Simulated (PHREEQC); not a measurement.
Make-up at 25 °C: 2.5 mmol/kgw CuSO4, 1.3 mmol/kgw MgSO4 and 24 mmol/kgw Na2SO4. Closed to the air; pH follows from the charge balance.

Computed with PHREEQC (ion-association model, wateq4f.dat).

Question: The ionic strength comes out as 0.0756 mol/kgw. What activity coefficients do HSO4-, Cu2(OH)2+2, NaSO4-, CuOH+, Cu+2 get?

Answer: HSO4- 0.79, Cu2(OH)2+2 0.40, NaSO4- 0.81, CuOH+ 0.79, Cu+2 0.43.

This is a speciation only: nothing precipitates in the calculation. Examples of supersaturated solids here: Brochantite, Antlerite. Others may be too.
